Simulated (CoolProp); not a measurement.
Vapour-liquid equilibrium of R134a (1) + dimethyl ether (2) at 267 K; x and y are mole fractions of (1).

Computed with CoolProp (multi-fluid Helmholtz-energy mixture model, Tillner-Roth 1994 and Wu 2011; pair parameters Bell 2016).

| x | bubble pressure, mixture model (kPa) | bubble pressure, Raoult's law (kPa) | y, mixture model | y, Raoult's law |
|---|---|---|---|---|
| 0.05 | 211.3 | 214.7 | 0.041 | 0.054 |
| 0.15 | (withheld) | 216.6 | (withheld) | 0.161 |
| 0.25 | 204.9 | 218.6 | 0.239 | 0.266 |
| 0.35 | 204.4 | 220.5 | 0.353 | 0.370 |
| 0.45 | 205.5 | 222.4 | 0.469 | 0.471 |
| 0.55 | 208.3 | 224.3 | 0.583 | 0.571 |
| 0.65 | 212.4 | 226.2 | 0.691 | 0.669 |
| 0.75 | 217.4 | 228.1 | (withheld) | 0.766 |
| 0.85 | 223.3 | 230.1 | 0.881 | 0.861 |
| 0.95 | (withheld) | 232.0 | 0.962 | 0.954 |

### Question
Fill in the missing entries.

### Answer

- 0.15, bubble pressure, mixture model (kPa): 207.3
- 0.15, y, mixture model: 0.133
- 0.75, y, mixture model: 0.791
- 0.95, bubble pressure, mixture model (kPa): 229.6

The largest gap from Raoult's law is -7.6 % in bubble pressure, at x = 0.45. y crosses x between x = 0.25 and 0.35: the model has an azeotrope there.

Pair parameters are fitted to limited data, so mixtures are less certain than the pure fluids.
